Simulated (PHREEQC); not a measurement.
## Ultrapure water in contact with air or piping: speciation

Model water analysis in mg/L, 20 °C, pH 5.82, pe 12.3: Na 0.0401; K 0.0184; Ca 0.0251; Mg 0.00592; Cl 0.0681; S(6) as SO4 0.0315; Alkalinity as HCO3 0.0943; Cd 0.000112.

Valence states are taken as typed.

Computed with PHREEQC (ion-association model, phreeqc.dat).

Precipitation was switched off in this run.

Q: What ionic strength, charge-balance error does the model give?

A: ionic strength 6.76e-6 mol/kgw; charge-balance error -1.5 %.

Q: In which forms is C present?

A: CO2 78 %, HCO3- 22 % of the C.
